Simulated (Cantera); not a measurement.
Equilibrium for silicon nitride deposition: trisilylamine + NH₃

Charge: 1 mol trisilylamine, a varied amount of NH₃, held at 850 K and 10.0 mbar.

Equilibrium computed with Cantera from the NASA thermochemical tables; the gas is ideal and each condensed phase is pure. Candidate condensed phases: Si, Si₃N₄; 18 gas species. The feed counts by its element totals alone. The numbers say what is thermodynamically allowed, not how fast it happens.

```json
[
 {"n(NH₃) (mol)": "1.5", "x H₂": "1.00", "x N₂": "<1e-12", "x NH₃": "1.42e-11", "x SiH₄": "2.51e-9", "n Si(s)": "1.12", "n Si₃N₄(s)": "0.625"},
 {"n(NH₃) (mol)": "2.1", "x H₂": "1.00", "x N₂": "<1e-12", "x NH₃": "1.42e-11", "x SiH₄": "2.51e-9", "n Si(s)": "0.675", "n Si₃N₄(s)": "0.775"},
 {"n(NH₃) (mol)": "2.9", "x H₂": "1.00", "x N₂": "<1e-12", "x NH₃": "1.42e-11", "x SiH₄": "2.51e-9", "n Si(s)": "0.0750", "n Si₃N₄(s)": "0.975"},
 {"n(NH₃) (mol)": "4", "x H₂": "0.955", "x N₂": "0.0455", "x NH₃": "3.69e-6", "x SiH₄": "<1e-12", "n Si(s)": "0", "n Si₃N₄(s)": "1.00"},
 {"n(NH₃) (mol)": "5.5", "x H₂": "0.911", "x N₂": "0.0893", "x NH₃": "4.82e-6", "x SiH₄": "<1e-12", "n Si(s)": "0", "n Si₃N₄(s)": "1.00"},
 {"n(NH₃) (mol)": "7.5", "x H₂": "0.875", "x N₂": "0.125", "x NH₃": "5.37e-6", "x SiH₄": "<1e-12", "n Si(s)": "0", "n Si₃N₄(s)": "1.00"},
 {"n(NH₃) (mol)": "10", "x H₂": "0.848", "x N₂": "0.152", "x NH₃": "5.65e-6", "x SiH₄": "<1e-12", "n Si(s)": "0", "n Si₃N₄(s)": "1.00"},
 {"n(NH₃) (mol)": "14", "x H₂": "0.823", "x N₂": "0.177", "x NH₃": "5.83e-6", "x SiH₄": "<1e-12", "n Si(s)": "0", "n Si₃N₄(s)": "1.00"},
 {"n(NH₃) (mol)": "20", "x H₂": "0.802", "x N₂": "0.198", "x NH₃": "5.93e-6", "x SiH₄": "<1e-12", "n Si(s)": "0", "n Si₃N₄(s)": "1.00"},
 {"n(NH₃) (mol)": "27", "x H₂": "0.789", "x N₂": "0.211", "x NH₃": "5.97e-6", "x SiH₄": "<1e-12", "n Si(s)": "0", "n Si₃N₄(s)": "1.00"}
]
```
x: gas mole fraction; n: condensed amount in mol.

From 1.5 mol NH₃ to 2.9 mol NH₃ the condensed part is Si(s) + Si₃N₄(s). From 4 mol NH₃ to 27 mol NH₃ the condensed part is Si₃N₄(s).
